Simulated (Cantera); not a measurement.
Mixture: CH4 : H2 : O2 : N2 : CO2 = 1 : 0.45 : 4.45 : 16.7 : 2.2 (molar parts), equivalence ratio 0.50, at 5.00 bar, adiabatic and at constant volume. Ignition delay is the time to a rise of 400 K.

Model: GRI-Mech 3.0 (53 species, 325 reactions), integrated in Cantera. Below about 1000 K GRI-Mech 3.0 lacks low-temperature oxidation paths. Below about 950 K walls govern HO2 and H2O2 in real vessels.

Predict: delay at 873 K; delay at 1073 K; delay at 1273 K; delay at 1473 K; delay at 1673 K; apparent activation energy between 1573 and 1773 K.


```
Quantity                                                 Value
--------------------------------------------------  ----------
delay at 873 K                                         0.821 s
delay at 1073 K                                        4.15 ms
delay at 1273 K                                       0.338 ms
delay at 1473 K                                        79.2 µs
delay at 1673 K                                        24.7 µs
apparent activation energy between 1573 and 1773 K  120 kJ/mol
```
